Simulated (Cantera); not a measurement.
An adiabatic, constant-volume homogeneous reactor starts with CH4 : O2 : N2 = 1 : 6.67 : 32.7 (molar parts), at 1623 K and 188 Torr.

Computed with Cantera and GRI-Mech 3.0 (53 species, 325 reactions).

Q: Predict: time of steepest temperature rise; temperature at 1.00 s; equilibrium temperature; x(O2) at 1.00 s; x(NO) at 1.00 s; x(NO2) at 1.00 s; x(H) at 1.00 s.

A: 
```
Item                                                                   Value
---------------------------------  -----------------------------------------
time of steepest temperature rise                                    1.34 ms
temperature at 1.00 s                                                 2228 K
equilibrium temperature                                               2228 K
x(O2) at 1.00 s                          0.109 (gas-phase equilibrium 0.109)
x(NO) at 1.00 s                      0.00963 (gas-phase equilibrium 0.00981)
x(NO2) at 1.00 s                     4.98e-6 (gas-phase equilibrium 5.08e-6)
x(H) at 1.00 s                     0.000206 (gas-phase equilibrium 0.000205)
```
